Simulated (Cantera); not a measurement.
An isothermal plug-flow reactor at 875 K and 0.920 bar (inlet), inlet velocity 0.4 m/s, active area per volume 4800 1/m; feed CH₄ : O₂ : N₂ : H₂O = 0.0053 : 0.013 : 0.79 : 0.09 (molar parts).

Model: Deutschmann's 1995 Pt surface mechanism with GRI-Mech 3.0 gas chemistry, integrated in Cantera. Catalytic surfaces can have several steady states; this one follows from the mechanism file's or the stated starting coverage. Mass transfer to the wall is taken as infinitely fast.

Problem. Predict: x(CH₄) at z = 0.0073 m; x(O₂) at z = 0.0073 m; x(H₂O) at z = 0.0073 m; x(CO₂) at z = 0.0073 m; x(CO) at z = 0.0073 m; θ(free Pt) at the exit; θ(O*) at the exit; θ(OH*) at the exit.

Solution. 
- x(CH₄) at z = 0.0073 m: 9.37e-6
- x(O₂) at z = 0.0073 m: 0.00269
- x(H₂O) at z = 0.0073 m: 0.112
- x(CO₂) at z = 0.0073 m: 0.00589
- x(CO) at z = 0.0073 m: 3.65e-9
- θ(free Pt) at the exit: 0.229
- θ(O*) at the exit: 0.761
- θ(OH*) at the exit: 0.00990
